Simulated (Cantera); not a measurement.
Cantera run, input and output.

```python
import numpy as np
import cantera as ct

gas = ct.Solution("gri30.yaml")
gas.TPX = 373, 230000, {'CH4': 1, 'C2H6': 1.5, 'O2': 7.4, 'N2': 27.8}
flame = ct.FreeFlame(gas, width=0.022)
flame.set_refine_criteria(ratio=3, slope=0.08, curve=0.16)
flame.transport_model = "mixture-averaged"
flame.solve(loglevel=0, auto=True)
z, T = flame.grid, flame.T
thick = (T[-1] - T[0]) / np.gradient(T, z).max()
show = ['CH4', 'C2H6', 'O2', 'H2', 'HO2', 'CH2CO']
print(f"laminar burning velocity  {flame.velocity[0] * 100:.3f} cm/s")
print(f"burnt temperature         {T[-1]:.1f} K")
print(f"thermal thickness         {thick * 1e3:.4f} mm")
print(f"grid points               {len(z)}")
z0 = z[flame.heat_release_rate.argmax()]
print(f"{'z/mm':>9s}{'T/K':>9s}{'u/(m/s)':>9s}" + "".join(f"{s:>11s}" for s in show))
rows = []
for k in (-3, -2, -1.5, -1, -0.5, -0.25, 0, 0.25, 0.5, 1, 2, 4, 8):
    zz = z0 + k * thick
    rows.append([k * thick, np.interp(zz, z, T), np.interp(zz, z, flame.velocity),
                 *(np.interp(zz, z, flame.X[gas.species_index(s)]) for s in show)])
    print(f"{rows[-1][0] * 1e3:9.3f}{rows[-1][1]:9.1f}{rows[-1][2]:9.3f}" + "".join(f"{x:11.3e}" for x in rows[-1][3:]))
```

Output:

```
laminar burning velocity  46.835 cm/s
burnt temperature         2304.5 K
thermal thickness         0.1915 mm
grid points               143
     z/mm      T/K  u/(m/s)        CH4       C2H6         O2         H2        HO2      CH2CO
   -0.575    373.3    0.469  2.650e-02  3.976e-02  1.961e-01  7.767e-04  9.843e-08  7.600e-09
   -0.383    375.6    0.473  2.642e-02  3.970e-02  1.957e-01  2.134e-03  8.333e-07  9.496e-08
   -0.287    383.7    0.484  2.624e-02  3.957e-02  1.948e-01  3.815e-03  3.848e-06  6.295e-07
   -0.192    443.7    0.563  2.523e-02  3.875e-02  1.896e-01  7.266e-03  3.385e-05  9.023e-06
   -0.096    860.6    1.114  1.919e-02  2.843e-02  1.527e-01  1.288e-02  3.582e-04  1.842e-04
   -0.048   1302.1    1.713  1.252e-02  1.269e-02  1.095e-01  1.565e-02  3.439e-04  5.572e-04
    0.000   1726.4    2.297  3.972e-03  7.512e-04  6.102e-02  1.567e-02  1.488e-04  5.988e-04
    0.048   1905.0    2.529  2.904e-04  1.150e-06  3.425e-02  1.162e-02  2.519e-05  7.392e-05
    0.096   1969.1    2.600  9.662e-06  4.318e-10  2.532e-02  9.700e-03  1.306e-05  2.643e-06
    0.192   2045.1    2.683  1.731e-08  3.278e-15  1.993e-02  8.845e-03  8.664e-06  4.677e-09
    0.383   2128.6    2.779  4.274e-13  1.882e-21  1.614e-02  7.415e-03  5.329e-06  1.352e-13
    0.766   2202.8    2.863  1.678e-16  5.604e-28  1.289e-02  5.576e-03  3.073e-06  2.182e-18
    1.532   2256.8    2.923  7.095e-17  2.307e-28  1.028e-02  4.069e-03  1.862e-06  6.199e-19
```

Model: GRI-Mech 3.0 (53 species, 325 reactions), integrated in Cantera. Burning velocities carry a grid error of a few per cent, more on coarse grids.
